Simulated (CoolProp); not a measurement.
Aqueous ethanol as a coolant, 36 % by mass, freezing at -25.9 °C, 1 atm.

The numbers come from the Melinder's fits for secondary coolants in CoolProp.

```
T (°C)  cp (kJ/(kg K))  viscosity (mPa s)  conductivity (W/(m K))  density (kg/m³)
------  --------------  -----------------  ----------------------  ---------------
-3               3.982               8.34                   0.368            958.1
0.2              4.003               6.99                   0.370            956.1
3.5              4.023               5.88                   0.372            954.1
6.7              4.042               5.02                   0.373            952.1
9.9              4.059               4.32                   0.375            950.0
13.2             4.076               3.73                   0.377            947.8
16.4             4.092               3.26                   0.378            945.7
19.7             4.107               2.86                   0.380            943.5
22.9             4.120               2.53                   0.382            941.2
26.1             4.133               2.25                   0.383            939.0
29.4             4.146               2.01                   0.385            936.6
32.6             4.158               1.80                   0.387            934.3
```
